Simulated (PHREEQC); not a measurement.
Make-up at 25 °C: 1.4 mol NaBr, 0.027 mol K2SO4 and 0.91 mol KBr per kg of water. Closed to the air; pH follows from the charge balance.

The numbers come from PHREEQC with the Pitzer model, pitzer.dat.

Q: The ionic strength comes out as 2.39 mol/kgw. What activity coefficients do Br-, K+, SO4-2, Na+ get?

A: Br- 0.62, K+ 0.62, SO4-2 0.026, Na+ 0.80. Single-ion values are on the MacInnes scale.

This is a speciation only: nothing precipitates in the calculation.
